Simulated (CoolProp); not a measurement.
Computed with CoolProp (reference Helmholtz-energy equation of state, Gao 2020).

Q: Give the vapour pressure (bar), vapour density (kg/m³), liquid cp (kJ/(kg K)) of saturated ammonia at 357.7 K.

A: 
```json
[
 {"T (K)": "357.7", "p (bar)": "45.7", "vapour density (kg/m³)": "38.0", "liquid cp (kJ/(kg K))": "5.97"}
]
```
